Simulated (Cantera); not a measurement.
A Cantera script and what it prints.

```python
import numpy as np
import cantera as ct

gas_names = """
    AL ALCL ALCL2 ALCL3 ALH ALO ALOCL ALOH ALO2 ALO2H AL2 AL2CL6 AL2O AL2O2 CL CLO CL2 H HALO HCL HOCL
    HO2 H2 H2O H2O2 O OH O2 O3
""".split()
cond_names = """
    AL(cr) AL(L) ALCL3(s) ALCL3(L) AL2O3(a) AL2O3(L) H2O(s) H2O(L)
""".split()


# ... load() reads the species with a 1 bar reference pressure and builds the phases ...
atoms = {
    'Al2O3': {'AL': 2, 'O': 3},
    'HCl': {'H': 1, 'CL': 1},
}
top_T = {}  # K; cautious upper limits of use, not melting points


# ... equilibrate(T, P, feed) seeds the gas with the atoms and calls Mixture.equilibrate('TP', solver="vcs", rtol=1e-11, max_steps=5000) ...
results = []
feed = {'Al2O3': 1, 'HCl': 1.6}  # mol
T = 1673  # K
for P in [1, 5.2, 27, 140, 720, 3700, 19000, 100000]:
    mix = equilibrate(T, P, feed)
    results.append((T, P, feed, dict(zip(mix.species_names, mix.species_moles))))

top = {s: max(r[3][s] / sum(r[3][g] for g in gas_names) for r in results) for s in gas_names}
cols = sorted((s for s in top if top[s] > 1e-05), key=lambda s: -top[s])[:8]
seen = [c for c in cond_names if any(r[3].get(c, 0) > 1e-12 for r in results)]
print("log10 of partial pressures in bar; condensed amounts in mol")
print(f"{'P/Pa':>10s}" + "".join(f"{s[:9]:>10s}" for s in cols + seen))
for T, P, feed, n in results:
    ng = sum(n[g] for g in gas_names)
    print(f"{P:10.4g}" + "".join(f"{np.log10(max(n[s] / ng * P / 1e5, 1e-99)):10.3f}" for s in cols)
          + "".join(f"{n.get(c, 0):10.4g}" for c in seen))
```

Output:

```
log10 of partial pressures in bar; condensed amounts in mol
      P/Pa       HCL        CL        H2       H2O         H     ALCL3      ALCL       CL2  AL2O3(a)
         1    -5.079    -5.972    -6.315    -7.752    -7.101    -8.710    -8.105   -10.386     0.999
       5.2    -4.330    -5.479    -5.804    -7.070    -6.845    -7.485    -7.868    -9.399    0.9991
        27    -3.596    -4.993    -5.307    -6.261    -6.597    -6.496    -7.851    -8.428    0.9989
       140    -2.871    -4.512    -4.820    -5.408    -6.353    -5.601    -7.917    -7.465    0.9985
       720    -2.154    -4.036    -4.338    -4.553    -6.113    -4.734    -8.002    -6.513    0.9979
      3700    -1.441    -3.563    -3.858    -3.698    -5.873    -3.876    -8.091    -5.567    0.9971
   1.9e+04    -0.730    -3.094    -3.372    -2.845    -5.630    -3.022    -8.173    -4.630     0.996
     1e+05    -0.009    -2.629    -2.863    -1.981    -5.375    -2.157    -8.240    -3.700    0.9944
```

These are equilibrium values from Cantera (NASA tables, ideal gas, pure condensed phases), not measurements of a reactor. The tables' values for AlCl2 are old estimates; treat these amounts as uncertain. Gases not in the tables: Al(OH)3.
